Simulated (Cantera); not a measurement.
An isothermal, constant-pressure homogeneous reactor starts with NO : N2 = 1 : 2.9 (molar parts), at 1923 K and 13300 Pa.

Model: GRI-Mech 3.0 (53 species, 325 reactions), integrated in Cantera.

Task: Predict: x(NO) at 10.0 s; x(N2O) at 10.0 s; x(NO2) at 10.0 s; x(N2) at 10.0 s; x(O) at 10.0 s; x(O2) at 10.0 s.

Result: 
- x(NO) at 10.0 s: 0.113 (gas-phase equilibrium 0.00501)
- x(N2O) at 10.0 s: 4.95e-6 (gas-phase equilibrium 1.09e-7)
- x(NO2) at 10.0 s: 4.75e-5 (gas-phase equilibrium 2.79e-6)
- x(N2) at 10.0 s: 0.815 (gas-phase equilibrium 0.869)
- x(O) at 10.0 s: 0.000272 (gas-phase equilibrium 0.000353)
- x(O2) at 10.0 s: 0.0715 (gas-phase equilibrium 0.125)
